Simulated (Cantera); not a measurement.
A perfectly stirred reactor is fed with CH4 : C2H6 : O2 : N2 : H2O = 1 : 0.031 : 4.05 : 15.2 : 2.4 (molar parts), at 195 Torr; it is adiabatic with a 575 K inlet, and is followed from long to short residence time, starting on the burning branch (τ in s: 0.14, 0.043, 0.013, 0.0038, 0.0011, 0.00034, 0.0001, 3e-05, 9e-06).

Cantera simulation using GRI-Mech 3.0 (53 species, 325 reactions); the numbers are that mechanism's predictions, not measurements.

Task: What does this change do: pressure from 195 Torr to 975 Torr?

Result: 
```
quantity                                                                       before                                after
------------------------------------------------  -----------------------------------  -----------------------------------
blow-out, bracketed by the residence times tried  burning at 1.10 ms, out at 0.340 ms  burning at 1.10 ms, out at 0.340 ms
x(CH4) at τ = 0.140 s                                                         1.85e-5                              1.32e-5
x(C2H6) at τ = 0.140 s                                                        1.51e-7                              1.00e-7
x(O2) at τ = 0.140 s                                                           0.0854                               0.0855
x(CH2O) at τ = 0.140 s                                                        1.75e-6                              1.08e-6
x(CH2) at τ = 0.140 s                                                         6.97e-8                              1.91e-8
x(CH4) at τ = 1.10 ms                                                        0.000886                             0.000399
x(C2H6) at τ = 1.10 ms                                                        6.77e-6                              3.40e-6
x(O2) at τ = 1.10 ms                                                           0.0936                               0.0888
x(CH2O) at τ = 1.10 ms                                                        7.14e-5                              3.89e-5
x(CH2) at τ = 1.10 ms                                                         2.20e-6                              1.17e-6
```
